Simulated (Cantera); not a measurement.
## Thermodynamics of iron carbonyl, mercury and lead vapours, feed PbO + CO + N2 + H2

Feed: 1 mol PbO, 0.058 mol CO, 0.95 mol N2, a varied amount of H2, held at 1100 K and 0.650 bar.

Cantera equilibrium calculation (NASA polynomials, part measured and part estimated; ideal gas, pure solids and liquids). Candidate condensed phases: C, C6H6, C7H8, C8H18, H2O, Pb, PbO, PbO2, Pb3O4; 139 gas species. The numbers say what is thermodynamically allowed, not how fast it happens.

```tsv
n(H2) (mol)	x H2	x N2	x H2O	x CO2	x CO	x Pb	x NH3	x CH4	n Pb(l)
1	0.0273	0.473	0.471	0.0273	0.00160	0.000186	6.40e-7	9.37e-11	1.000
1.2	0.111	0.430	0.432	0.0208	0.00544	0.000186	5.04e-6	2.36e-8	1.000
1.5	0.214	0.379	0.384	0.0148	0.00835	0.000186	1.26e-5	2.90e-7	1.000
1.8	0.296	0.338	0.345	0.0110	0.00960	0.000186	1.93e-5	9.78e-7	0.999
2.1	0.362	0.306	0.313	0.00859	0.0101	0.000186	2.49e-5	2.08e-6	0.999
2.6	0.449	0.263	0.271	0.00600	0.0101	0.000186	3.19e-5	4.57e-6	0.999
3.1	0.515	0.231	0.239	0.00443	0.00968	0.000186	3.68e-5	7.53e-6	0.999
3.7	0.577	0.202	0.209	0.00324	0.00906	0.000186	4.06e-5	1.13e-5	0.999
4.5	0.638	0.172	0.179	0.00228	0.00823	0.000186	4.37e-5	1.61e-5	0.999
5.5	0.693	0.146	0.152	0.00158	0.00731	0.000186	4.55e-5	2.17e-5	0.999
6.6	0.737	0.125	0.130	0.00113	0.00647	0.000186	4.62e-5	2.69e-5	0.999
8	0.778	0.105	0.110	0.000786	0.00562	0.000186	4.60e-5	3.25e-5	0.998
```
x: gas mole fraction; n: condensed amount in mol.

From 1 mol H2 to 8 mol H2 the condensed part is Pb(l). The main Pb-bearing gas is Pb throughout.
